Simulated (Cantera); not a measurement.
# Ignition delay

Mixture: CO : H2 : CH4 : O2 : N2 = 1 : 0.057 : 1.4 : 8.12 : 30.5 (molar parts), equivalence ratio 0.41, at 480 Torr, adiabatic and at constant pressure. Ignition delay is the time to a rise of 400 K.

Detailed kinetics in Cantera: GRI-Mech 3.0 (53 species, 325 reactions). Below about 1000 K GRI-Mech 3.0 lacks low-temperature oxidation paths. Below about 950 K walls govern HO2 and H2O2 in real vessels.

```json
[
 {"T0 (K)": "850", "delay (ms)": "6490"},
 {"T0 (K)": "950", "delay (ms)": "869"},
 {"T0 (K)": "1050", "delay (ms)": "203"},
 {"T0 (K)": "1150", "delay (ms)": "47.0"},
 {"T0 (K)": "1250", "delay (ms)": "12.1"},
 {"T0 (K)": "1350", "delay (ms)": "3.76"}
]
```

```
Item                                                    Result
--------------------------------------------------  ----------
apparent activation energy between 1150 and 1350 K  160 kJ/mol
```
